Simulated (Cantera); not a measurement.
A perfectly stirred reactor is fed with 10.4 % CH₄, 85.2 % N₂, 4.37 % H₂O, at 0.651 atm; it is held at 1950 K, and followed from long to short residence time.

Detailed kinetics in Cantera: GRI-Mech 3.0 (53 species, 325 reactions). GRI-Mech 3.0 stops at C3 and has no aromatics, soot or wall deposition, so with more carbon than oxygen in the feed, carbon stays in small species such as C2H2 where larger ones or solid carbon would form.

x: mole fraction; the columns are a selection and need not sum to one.

| τ (s) | x CH₄ | x HCN | x CH₃ | x H₂ | x C₂H |
|---|---|---|---|---|---|
| 2.6 | 0.00117 | 0.000700 | ___ | 0.189 | 1.33e-6 |
| 1.3 | 0.00162 | 0.000488 | ___ | 0.187 | 1.35e-6 |
| 0.67 | 0.00222 | 0.000342 | ___ | 0.184 | 1.40e-6 |
| 0.34 | 0.00303 | 0.000235 | ___ | 0.178 | 1.47e-6 |
| 0.17 | 0.00415 | 0.000159 | ___ | 0.171 | 1.58e-6 |
| 0.087 | 0.00561 | 0.000107 | ___ | 0.162 | 1.69e-6 |
| 0.044 | 0.00764 | 7.04e-5 | ___ | 0.152 | 1.80e-6 |
| 0.022 | 0.0106 | 4.48e-5 | ___ | 0.141 | 1.86e-6 |
| 0.011 | 0.0147 | 2.77e-5 | ___ | 0.129 | 1.84e-6 |
| 0.0058 | 0.0202 | 1.71e-5 | ___ | 0.118 | 1.74e-6 |
| 0.0029 | 0.0281 | 9.64e-6 | ___ | 0.104 | 1.55e-6 |

### Question
Complete the blanks.

### Answer

- 2.6, x CH₃: 7.51e-5
- 1.3, x CH₃: 0.000104
- 0.67, x CH₃: 0.000143
- 0.34, x CH₃: 0.000196
- 0.17, x CH₃: 0.000270
- 0.087, x CH₃: 0.000365
- 0.044, x CH₃: 0.000497
- 0.022, x CH₃: 0.000678
- 0.011, x CH₃: 0.000924
- 0.0058, x CH₃: 0.00122
- 0.0029, x CH₃: 0.00164
